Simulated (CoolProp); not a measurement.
Model: reference Helmholtz-energy equation of state, Lemmon 2006, in CoolProp. It is a short technical equation, of lower accuracy than the large ones.

Question: For acetone, give the phase and the density (kg/m³), Joule-Thomson coefficient (K/MPa) at 276.85 °C and 1.32 MPa; 276.85 °C and 23.5 MPa.

Answer: 
- 276.85 °C and 1.32 MPa: gas; density 18.4, Joule-Thomson coefficient 9.27
- 276.85 °C and 23.5 MPa: supercritical; density 522, Joule-Thomson coefficient 0.285
